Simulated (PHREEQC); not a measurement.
Consider water at 90 °C with 10 mmol/kgw Na2HAsO4, 14 mmol/kgw NaOH and 0.36 mmol/kgw CaCl2. Closed to the air; pH follows from the charge balance.

Model: ion-association model, wateq4f.dat, run in PHREEQC.

```json
[
 {"quantity": "ionic strength (mol/kgw)", "before": "0.0524", "after": "0.00459"},
 {"quantity": "HAsO4-2 (mol/kgw)", "before": "0.00635", "after": "0.000957"},
 {"quantity": "AsO4-3 (mol/kgw)", "before": "0.00365", "after": "4.08e-5"},
 {"quantity": "H2AsO4- (mol/kgw)", "before": "1.67e-6", "after": "2.53e-6"}
]
```

**Question.** Name the change that produced these shifts.
A. 0.0019 mol/kgw NH3 added
B. diluted 10-fold with water
C. CaCl2 left out
D. temperature from 90 to 60 °C
E. diluted 2-fold with water

**Answer.** B, diluted 10-fold with water

Precipitation was switched off in this run. Constants without temperature data keep their 25 °C values here. The database has no arsenate complexes of Ca.
